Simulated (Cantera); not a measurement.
An adiabatic, constant-pressure homogeneous reactor starts with CH4 : C2H6 : O2 : N2 = 1 : 0.044 : 2.53 : 16.9 (molar parts), at 1750 K and 10.0 bar.

Computed with Cantera and GRI-Mech 3.0 (53 species, 325 reactions).

Predict: time of steepest temperature rise; temperature at 0.200 s; equilibrium temperature; x(O2) at 0.200 s; x(H) at 0.200 s.

time of steepest temperature rise: 19.5 µs
temperature at 0.200 s: 2678 K
equilibrium temperature: 2678 K
x(O2) at 0.200 s: 0.0175 (gas-phase equilibrium 0.0175)
x(H) at 0.200 s: 0.000920 (gas-phase equilibrium 0.000920)
